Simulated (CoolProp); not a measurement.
A simple Rankine cycle with benzene: condensing at 290.15 K, boiler at 2.89 MPa, turbine inlet 535.7 K, turbine efficiency 0.75, pump efficiency 0.7, no recuperator. Each further row changes one setting.

Model: reference Helmholtz-energy equation of state, Thol 2012, in CoolProp.

```json
[
 {"case": "as stated", "thermal efficiency (%)": "24.5", "net work (kJ/kg)": "180", "heat in (kJ/kg)": "737", "turbine exit temperature (K)": "386.8", "volume ratio over the turbine": "348"},
 {"case": "turbine inlet 555.7 K", "thermal efficiency (%)": "24.6", "net work (kJ/kg)": "193", "heat in (kJ/kg)": "784", "turbine exit temperature (K)": "410.7", "volume ratio over the turbine": "331"},
 {"case": "condensing temperature 282.15 K", "thermal efficiency (%)": "25.5", "net work (kJ/kg)": "191", "heat in (kJ/kg)": "751", "turbine exit temperature (K)": "378.9", "volume ratio over the turbine": "513"},
 {"case": "boiler pressure 2.02 MPa", "thermal efficiency (%)": "23.7", "net work (kJ/kg)": "181", "heat in (kJ/kg)": "763", "turbine exit temperature (K)": "404.6", "volume ratio over the turbine": "218"},
 {"case": "turbine efficiency 0.65", "thermal efficiency (%)": "21.1", "net work (kJ/kg)": "156", "heat in (kJ/kg)": "737", "turbine exit temperature (K)": "404.0", "volume ratio over the turbine": "364"}
]
```
